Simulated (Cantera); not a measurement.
An adiabatic, constant-volume homogeneous reactor starts with CH4 : O2 : N2 = 1 : 3.45 : 13 (molar parts), at 1675 K and 1.00 atm.

Computed with Cantera and GRI-Mech 3.0 (53 species, 325 reactions).

Task: Predict: time of steepest temperature rise; temperature at 1.00 s; equilibrium temperature; x(O2) at 1.00 s; x(CO2) at 1.00 s; x(NO2) at 1.00 s; x(OH) at 1.00 s.

Result: 
| Item | Value |
|---|---|
| time of steepest temperature rise | 0.229 ms |
| temperature at 1.00 s | 2735 K |
| equilibrium temperature | 2735 K |
| x(O2) at 1.00 s | 0.0729 (gas-phase equilibrium 0.0729) |
| x(CO2) at 1.00 s | 0.0422 (gas-phase equilibrium 0.0422) |
| x(NO2) at 1.00 s | 1.03e-5 (gas-phase equilibrium 1.03e-5) |
| x(OH) at 1.00 s | 0.0187 (gas-phase equilibrium 0.0187) |
